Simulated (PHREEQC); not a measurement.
Dissolve 0.0035 mol CdSO4 per kg of water at 20 °C. Closed to the air; pH follows from the charge balance.

Model: ion-association model, wateq4f.dat, run in PHREEQC.

```json
[
 {"quantity": "pH", "before": "6.51", "after": "7.12"},
 {"quantity": "ionic strength (mol/kgw)", "before": "0.0106", "after": "0.0103"}
]
```

Question: What was changed between the two runs?
A) CdSO4 from 0.0035 to 0.0007 mol/kgw
B) CdSO4 replaced by Na2SO4 at the same molality
C) CdSO4 from 0.0035 to 0.0175 mol/kgw
D) CdSO4 replaced by CdBr2 at the same molality
E) diluted 2-fold with water

Answer: B, CdSO4 replaced by Na2SO4 at the same molality

Precipitation was switched off in this run.
